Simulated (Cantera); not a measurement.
A Cantera script and its output.

```python
import numpy as np
import cantera as ct

gas = ct.Solution("gri30.yaml", transport_model="mixture-averaged")
show = ['H2O', 'O', 'H2']

rows = []
print(f"{'T/K':>7s}{'rho':>11s}{'cp':>10s}{'mu':>11s}{'lambda':>11s}{'Pr':>7s}" + "".join(f"{'D_' + s:>11s}" for s in show))
for T in [400, 600, 800, 1000, 1200, 1400, 1600, 1800, 2000]:
    gas.TPX = T, 13332, {'NO': 0.73}
    Pr = gas.cp_mass * gas.viscosity / gas.thermal_conductivity
    D = [gas.mix_diff_coeffs_mole[gas.species_index(s)] for s in show]
    rows.append([gas.density, gas.cp_mass, gas.viscosity, gas.thermal_conductivity, Pr, *D])
    print(f"{T:7g}{gas.density:11.4e}{gas.cp_mass:10.1f}{gas.viscosity:11.4e}"
          f"{gas.thermal_conductivity:11.4e}{Pr:7.3f}" + "".join(f"{d:11.4e}" for d in D))
print("SI units: kg/m3, J/kg/K, Pa s, W/m/K, m2/s")
```

It prints:

```
    T/K        rho        cp         mu     lambda     Pr      D_H2O        D_O       D_H2
    400 1.2028e-01     998.6 2.3120e-05 3.2415e-02  0.712 2.9710e-04 4.0064e-04 9.6210e-04
    600 8.0190e-02    1040.9 3.0618e-05 4.5123e-02  0.706 6.3136e-04 7.9758e-04 1.8981e-03
    800 6.0142e-02    1092.2 3.7097e-05 5.7252e-02  0.708 1.0572e-03 1.2920e-03 3.0637e-03
   1000 4.8114e-02    1132.7 4.2948e-05 6.8643e-02  0.709 1.5628e-03 1.8743e-03 4.4367e-03
   1200 4.0095e-02    1159.2 4.8363e-05 7.9343e-02  0.707 2.1406e-03 2.5378e-03 6.0017e-03
   1400 3.4367e-02    1181.0 5.3449e-05 8.9432e-02  0.706 2.7852e-03 3.2775e-03 7.7471e-03
   1600 3.0071e-02    1198.6 5.8275e-05 9.8988e-02  0.706 3.4925e-03 4.0896e-03 9.6636e-03
   1800 2.6730e-02    1212.8 6.2887e-05 1.0808e-01  0.706 4.2596e-03 4.9707e-03 1.1743e-02
   2000 2.4057e-02    1224.0 6.7318e-05 1.1676e-01  0.706 5.0841e-03 5.9182e-03 1.3980e-02
SI units: kg/m3, J/kg/K, Pa s, W/m/K, m2/s
```

Model: GRI-Mech 3.0 (53 species, 325 reactions), integrated in Cantera. The composition is frozen, though it would react at the higher temperatures.
